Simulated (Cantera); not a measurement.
An isothermal, constant-pressure homogeneous reactor starts with 37.0 % NH3, 63.0 % N2, at 1750 K and 0.390 bar.

Model: the gas-phase N/H chemistry of the illustrative SiF4/NH3 mechanism in the Surface Chemkin manual (1991), integrated in Cantera. Walls and surfaces, which speed up NH3 decomposition in real reactors, are not modelled.

Predict: x(NH3) at 10.0 s; x(N) at 10.0 s; x(N2H2) at 10.0 s; x(N2) at 10.0 s; x(NH2) at 10.0 s; x(H2) at 10.0 s.


```
Property                                             Result
-----------------  ----------------------------------------
x(NH3) at 10.0 s     0.0125 (gas-phase equilibrium 2.50e-6)
x(N) at 10.0 s     4.15e-8 (gas-phase equilibrium 1.80e-11)
x(N2H2) at 10.0 s    5.99e-9 (gas-phase equilibrium <1e-12)
x(N2) at 10.0 s         0.596 (gas-phase equilibrium 0.595)
x(NH2) at 10.0 s    1.48e-5 (gas-phase equilibrium 3.83e-9)
x(H2) at 10.0 s         0.392 (gas-phase equilibrium 0.405)
```
